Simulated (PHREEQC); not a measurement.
Make-up at 25 °C: 150 mmol/kgw CuSO4. It is in equilibrium with CO2 at log p = 0 (atm). Otherwise closed; pH follows from the charge balance.

Equilibrium calculation in PHREEQC: ion-association model, wateq4f.dat.

No solid was allowed to form.

Task: What pH, ionic strength does the model give?

Result: pH 3.60; ionic strength 0.295 mol/kgw.

Task: In which forms is S present?

Result: CuSO4 51 %, SO4-2 49 % of the S.
